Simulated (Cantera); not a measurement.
**Pyrogenic steam for wet oxidation**

A perfectly stirred reactor is fed with 12.8 % H₂, 11.6 % O₂, 75.6 % N₂, equivalence ratio 0.55, at 0.550 bar; it is held at 1400 K, and followed from long to short residence time.

Cantera simulation using the H2/O2 subset of GRI-Mech 3.0, which has no nitrogen chemistry; the numbers are that mechanism's predictions, not measurements. The temperature is held fixed by assumption; the heat of reaction is taken as removed at once.

```csv
τ (s),x H₂,x O₂,x H₂O,x HO₂,x H₂O₂,x OH,x H
1.0,7.14e-5,0.0558,0.136,1.45e-6,1.36e-7,0.000316,5.42e-6
0.52,0.000110,0.0558,0.136,2.13e-6,1.85e-7,0.000393,1.05e-5
0.27,0.000171,0.0558,0.136,3.08e-6,2.48e-7,0.000490,2.03e-5
0.14,0.000264,0.0558,0.136,4.34e-6,3.28e-7,0.000610,3.93e-5
0.072,0.000408,0.0558,0.136,5.95e-6,4.30e-7,0.000763,7.66e-5
0.037,0.000631,0.0558,0.135,7.87e-6,5.56e-7,0.000954,0.000149
0.019,0.000970,0.0558,0.135,1.00e-5,7.09e-7,0.00119,0.000289
0.010,0.00146,0.0559,0.134,1.21e-5,8.82e-7,0.00148,0.000544
0.0052,0.00219,0.0560,0.133,1.41e-5,1.08e-6,0.00184,0.00103
0.0027,0.00327,0.0563,0.131,1.59e-5,1.30e-6,0.00228,0.00191
```
x: mole fraction; the columns are a selection and need not sum to one.
